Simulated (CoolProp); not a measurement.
The fluid at 293.15 K and 2.57 MPa is throttled through a valve to 0.743 MPa with no heat exchange. The same conditions are run with several fluids, on thermodynamics alone (safety and materials aside).

Values from CoolProp's reference Helmholtz-energy equation of state of each fluid (CF4 (R14): Platzer 1990; fluorine: de Reuck 1990; ethylene: Smukala 2000; nitrogen: Span 2000; dry air: Lemmon 2000). The equations of Platzer and Polt are older, rougher fits. Blends and air are pseudo-pure fits.

**Question.** Rank CF4 (R14), fluorine, ethylene, nitrogen, dry air by temperature change (K), highest first.

**Answer.** fluorine (-3.6), nitrogen (-3.9), dry air (-4.1), CF4 (R14) (-11.0), ethylene (-22.7)

| fluid | final density (kg/m³) |
|---|---|
| CF4 (R14) | 28.8 |
| fluorine | 11.8 |
| ethylene | 9.85 |
| nitrogen | 8.67 |
| dry air | 8.98 |
